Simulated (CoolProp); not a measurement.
Vapour-liquid equilibrium of R13 (1) + propylene (2) at 233.2 K; x and y are mole fractions of (1).

Model: multi-fluid Helmholtz-energy mixture model, Platzer 1990 and Lemmon 2013; pair parameters Bell 2016, in CoolProp. This equation is an older, rougher fit; its heat capacities, sound speeds and derivatives of the liquid may be far off and weren't checked against measurements.

```json
[
 {"x": "0.05", "bubble pressure, mixture model (MPa)": "0.1877", "bubble pressure, Raoult's law (MPa)": "0.1649", "y, mixture model": "0.270", "y, Raoult's law": "0.183"},
 {"x": "0.125", "bubble pressure, mixture model (MPa)": "0.2474", "bubble pressure, Raoult's law (MPa)": "0.1995", "y, mixture model": "0.475", "y, Raoult's law": "0.378"},
 {"x": "0.2", "bubble pressure, mixture model (MPa)": "0.2977", "bubble pressure, Raoult's law (MPa)": "0.2342", "y, mixture model": "0.588", "y, Raoult's law": "0.516"},
 {"x": "0.275", "bubble pressure, mixture model (MPa)": "0.3406", "bubble pressure, Raoult's law (MPa)": "0.2689", "y, mixture model": "0.661", "y, Raoult's law": "0.618"},
 {"x": "0.35", "bubble pressure, mixture model (MPa)": "0.3775", "bubble pressure, Raoult's law (MPa)": "0.3035", "y, mixture model": "0.714", "y, Raoult's law": "0.696"},
 {"x": "0.425", "bubble pressure, mixture model (MPa)": "0.4098", "bubble pressure, Raoult's law (MPa)": "0.3382", "y, mixture model": "0.755", "y, Raoult's law": "0.759"},
 {"x": "0.5", "bubble pressure, mixture model (MPa)": "0.4389", "bubble pressure, Raoult's law (MPa)": "0.3728", "y, mixture model": "0.789", "y, Raoult's law": "0.810"},
 {"x": "0.575", "bubble pressure, mixture model (MPa)": "0.4657", "bubble pressure, Raoult's law (MPa)": "0.4075", "y, mixture model": "0.819", "y, Raoult's law": "0.852"},
 {"x": "0.65", "bubble pressure, mixture model (MPa)": "0.4910", "bubble pressure, Raoult's law (MPa)": "0.4422", "y, mixture model": "0.848", "y, Raoult's law": "0.888"},
 {"x": "0.725", "bubble pressure, mixture model (MPa)": "0.5155", "bubble pressure, Raoult's law (MPa)": "0.4768", "y, mixture model": "0.877", "y, Raoult's law": "0.918"},
 {"x": "0.8", "bubble pressure, mixture model (MPa)": "0.5396", "bubble pressure, Raoult's law (MPa)": "0.5115", "y, mixture model": "0.906", "y, Raoult's law": "0.945"},
 {"x": "0.875", "bubble pressure, mixture model (MPa)": "0.5637", "bubble pressure, Raoult's law (MPa)": "0.5461", "y, mixture model": "0.938", "y, Raoult's law": "0.968"},
 {"x": "0.95", "bubble pressure, mixture model (MPa)": "0.5878", "bubble pressure, Raoult's law (MPa)": "0.5808", "y, mixture model": "0.973", "y, Raoult's law": "0.988"}
]
```

The largest gap from Raoult's law is +27.1 % in bubble pressure, at x = 0.2. No azeotrope shows between x = 0.05 and 0.95.

The pair parameters rest on a limited set of measurements; away from them the model extrapolates.
